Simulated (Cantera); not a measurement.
Input: 1 mol Si3N4, 0.21 mol O2, 29 mol H2, at 2123.15 K and 0.750 Pa.

These are equilibrium values from Cantera (NASA tables, ideal gas, pure condensed phases), not measurements of a reactor. Candidate condensed phases: H2O, Si, SiO2, Si2N2O, Si3N4; 35 gas species. Kinetics and transport are ignored.

**Question.** What is the equilibrium state?

**Answer.** 
```json
{
 "x(H)": "0.653",
 "x(H2)": "0.248",
 "x(Si)": "0.0511",
 "x(N2)": "0.0396",
 "x(SiO)": "0.00832",
 "x(SiH)": "3.60e-5",
 "x(SiN)": "5.50e-6",
 "x(Si2)": "1.57e-6",
 "gas_amount": "50.48 mol",
 "log10 activity of Si(l) (absent)": "-2.65"
}
```
